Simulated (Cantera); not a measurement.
## Stirred combustor or abatement burner

A perfectly stirred reactor is fed with 38.7 % H₂, 12.9 % O₂, 48.4 % N₂, equivalence ratio 1.5, at 4.50 bar; it is adiabatic with a 598 K inlet, and is followed from long to short residence time, starting on the burning branch (τ in s: 0.036, 0.016, 0.0075, 0.0034, 0.0016, 0.00071, 0.00032, 0.00015, 6.7e-05, 3.1e-05).

Computed with Cantera and GRI-Mech 3.0 (53 species, 325 reactions). The hydrogen kinetics of GRI-Mech 3.0 are dated; newer H2 mechanisms differ, most at raised pressure.

```csv
τ (s),T (K),x H₂,x O₂,x N₂O,x NO,x NO₂,x HO₂
0.036,2474,0.147,3.70e-5,1.97e-8,0.000191,4.10e-9,4.76e-8
0.016,2471,0.147,5.10e-5,1.95e-8,0.000180,3.95e-9,5.98e-8
0.0075,2467,0.147,7.67e-5,1.94e-8,0.000163,3.72e-9,8.50e-8
0.0034,2459,0.146,0.000126,1.96e-8,0.000139,3.41e-9,1.44e-7
0.0016,2445,0.146,0.000209,2.04e-8,0.000117,3.13e-9,2.66e-7
0.00071,2422,0.145,0.000365,2.19e-8,9.60e-5,2.91e-9,5.52e-7
0.00032,2387,0.144,0.000633,2.44e-8,7.98e-5,2.81e-9,1.12e-6
0.00015,2339,0.143,0.00107,2.77e-8,6.79e-5,2.81e-9,2.12e-6
6.7e-5,2268,0.141,0.00186,3.26e-8,5.81e-5,2.95e-9,3.97e-6
3.1e-5,2178,0.139,0.00313,3.82e-8,5.03e-5,3.17e-9,7.09e-6
```
x: mole fraction; the columns are a selection and need not sum to one.
